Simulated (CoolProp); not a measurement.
The fluid at 293.15 K and 0.307 MPa is compressed adiabatically to 0.962 MPa with isentropic efficiency 1. The same conditions are run with several fluids, on thermodynamics alone (safety and materials aside).

The numbers come from the reference Helmholtz-energy equation of state of each fluid (ethane: Bücker 2006; fluoroethane (R161): Wu 2012; ethylene: Smukala 2000; nitrogen: Span 2000; R410A: Lemmon 2003) in CoolProp. Blends and air are pseudo-pure fits.

| fluid | work (kJ/kg) | final temperature (K) | final density (kg/m³) |
|---|---|---|---|
| ethane | ? | 350.6 | 10.4 |
| fluoroethane (R161) | 58.6 | ? | ? |
| ethylene | ? | 363.0 | ? |
| nitrogen | ? | ? | 7.95 |
| R410A | 39.4 | 346.5 | 26.2 |

Fill in the missing entries.


- ethane, work (kJ/kg): 98.1
- fluoroethane (R161), final temperature (K): 346.2
- fluoroethane (R161), final density (kg/m³): 17.8
- ethylene, work (kJ/kg): 108
- ethylene, final density (kg/m³): 9.21
- nitrogen, work (kJ/kg): 118
- nitrogen, final temperature (K): 406.3
